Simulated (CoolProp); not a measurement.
Vapour-liquid equilibrium of R143a (1) + isobutene (2) at -25.75 °C; x and y are mole fractions of (1).

Values from CoolProp's multi-fluid Helmholtz-energy mixture model, Lemmon and Jacobsen 2000 and Lemmon 2005; pair parameters Bell 2016.

| x | bubble pressure (MPa) | y at the bubble point | dew pressure at overall composition x (MPa) | liquid density (mol/L) |
|---|---|---|---|---|
| 0.05 | 0.07707 | 0.427 | 0.04792 | … |
| 0.125 | 0.1124 | 0.626 | 0.05185 | 11.68 |
| 0.2 | 0.1376 | 0.709 | 0.05646 | 11.77 |
| 0.275 | … | 0.755 | 0.06197 | 11.86 |
| 0.35 | 0.1705 | 0.787 | 0.06863 | 11.96 |
| 0.425 | … | 0.810 | 0.07687 | 12.06 |
| 0.5 | 0.1922 | 0.831 | 0.08727 | 12.17 |
| 0.575 | 0.2015 | 0.850 | 0.1008 | 12.29 |
| 0.65 | 0.2104 | 0.869 | 0.1189 | 12.41 |
| 0.725 | 0.2194 | … | 0.1437 | 12.55 |
| 0.8 | … | 0.914 | 0.1770 | 12.70 |
| 0.875 | … | 0.942 | 0.2129 | 12.86 |
| 0.95 | 0.2476 | 0.974 | … | 13.03 |

What belongs in the gaps?


- 0.05, liquid density (mol/L): 11.59
- 0.275, bubble pressure (MPa): 0.1562
- 0.425, bubble pressure (MPa): 0.1821
- 0.725, y at the bubble point: 0.890
- 0.8, bubble pressure (MPa): 0.2286
- 0.875, bubble pressure (MPa): 0.2380
- 0.95, dew pressure at overall composition x (MPa): 0.2406

No azeotrope shows between x = 0.05 and 0.95.

The pair parameters rest on a limited set of measurements; away from them the model extrapolates. With so large a gap from Raoult's law the liquid may split in two, which this calculation doesn't test in full.
